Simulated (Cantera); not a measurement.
What does this Cantera script print?

```python
import numpy as np
import cantera as ct

gas_names = """
    C CH CH2 CH3 CH2OH CH3O CH4 CH3OH CN CO CO2 COOH C2 C2H CHCO,ketyl C2H2,acetylene C2H2,vinylidene
    CH2CO,ketene C2H3,vinyl CH3CN CH3CO,acetyl C2H4 C2H4O,ethylen CH3CHO,ethanal CH3COOH (HCOOH)2 C2H5
    C2H6 CH3OCH3 C2H5OH CCN CNC C2N2 C2O C3 C3H3,propargyl C3H4,allene C3H4,propyne C3H4,cyclo-
    C3H5,allyl C3H6,propylene C3H6,cyclo- C3H6O C3H7,n-propyl C3H7,i-propyl C3H8 C3H8O,1propanol
    C3H8O,2propanol C3O2 C4 C4H2 C4H4,1,3-cyclo- C4H6,butadiene C4H6,2-butyne C4H6,cyclo- C4H8,1-butene
    C4H8,cis2-buten C4H8,tr2-butene C4H8,isobutene C4H8,cyclo- (CH3COOH)2 C4H9,n-butyl C4H9,i-butyl
    C4H9,s-butyl C4H9,t-butyl C4H10,isobutane C4H10,n-butane C4N2 C5 C5H6,1,3cyclo- C5H8,cyclo-
    C5H10,1-pentene C5H10,cyclo- C5H11,pentyl C5H11,t-pentyl C5H12,n-pentane C5H12,i-pentane
    CH3C(CH3)2CH3 C6H2 C6H5,phenyl C6H5O,phenoxy C6H6 C6H5OH,phenol C6H10,cyclo- C6H12,1-hexene
    C6H12,cyclo- C6H13,n-hexyl C7H7,benzyl C7H8 C7H8O,cresol C7H14,1-heptene C7H15,n-heptyl
    C7H16,n-heptane C8H8,styrene C8H10,ethylbenz C8H16,1-octene C8H17,n-octyl C8H18,isooctane
    C8H18,n-octane C9H19,n-nonyl C10H8,naphthale C10H21,n-decyl C12H9,o-bipheny C12H10,bipheny H HCN HCO
    HCCN HNC HNCO HNO HNO2 HNO3 HO2 H2 HCHO,formaldehy HCOOH H2O H2O2 N NCO NH NH2 NH3 NH2OH NO NO2 NO3
    N2 N2H2 N2H4 N2O O OH O2 O3
""".split()
cond_names = """
    C(gr) C6H6(L) C7H8(L) C8H18(L),n-octa H2O(s) H2O(L)
""".split()


def load(file, names, dense=False):
    # The tables refer to 1 bar. Condensed volumes are neglected.
    table = {s.name: s for s in ct.Species.list_from_file(file)}
    out = []
    for n in names:
        d = dict(table[n].input_data)
        d["thermo"] = dict(d["thermo"], **{"reference-pressure": 1e5})
        if dense:
            d["equation-of-state"] = {"model": "constant-volume", "density": "1e6 g/cm^3"}
        out.append(ct.Species.from_dict(d))
    return out


gas = ct.Solution(thermo="ideal-gas", species=load("nasa_gas.yaml", gas_names))
cond = {s.name: ct.Solution(thermo="fixed-stoichiometry", species=[s], name=s.name)
        for s in load("nasa_condensed.yaml", cond_names, dense=True)}
atoms = {
    'acetone': {'C': 3, 'H': 6, 'O': 1},
    'H2': {'H': 2},
    'N2': {'N': 2},
    'H2O': {'H': 2, 'O': 1},
}
top_T = {'C(gr)': 4500}  # K; cautious upper limits of use, not melting points


def equilibrate(T, P, feed):
    n = {}
    for name, mol in feed.items():
        for a, k in atoms[name].items():
            n[a] = n.get(a, 0.0) + k * mol
    gas.TPX = T, P, n
    mass = sum(n.values()) * gas.mean_molecular_weight
    gas.equilibrate("TP")
    valid = [c for c in cond.values() if c.min_temp <= T <= top_T.get(c.name, c.max_temp)]
    mix = ct.Mixture([(gas, mass / gas.mean_molecular_weight)] + [(c, 0.0) for c in valid])
    mix.T, mix.P = T, P
    mix.equilibrate("TP", solver="vcs", rtol=1e-11, max_steps=5000)
    return mix


results = []
feed = {'acetone': 1, 'H2': 40, 'N2': 3.3, 'H2O': 0.045}  # mol
T = 1648  # K
P = 1333.22  # Pa
mix = equilibrate(T, P, feed)
results.append((T, P, feed, dict(zip(mix.species_names, mix.species_moles))))
x = sorted(zip(gas.X, gas.species_names), reverse=True)
print(f"T = {T:g} K  P = {P:g} Pa  gas = {mix.phase_moles(0):.4g} mol")
print("   x: " + "  ".join(f"{s} {v:.3e}" for v, s in x if v > 0.001))
print("   condensed (mol): " + ("  ".join(f"{mix.phase(i).name} {mix.phase_moles(i):.4g}"
      for i in range(1, mix.n_phases) if mix.phase_moles(i) > 1e-12) or "none"))
```

Output:

```
T = 1648 K  P = 1333.22 Pa  gas = 47.41 mol
   x: H2 9.072e-01  N2 6.926e-02  CO 2.204e-02
   condensed (mol): C(gr) 1.917
```

Cantera equilibrium calculation (NASA polynomials, part measured and part estimated; ideal gas, pure solids and liquids). The feed counts by its element totals alone.
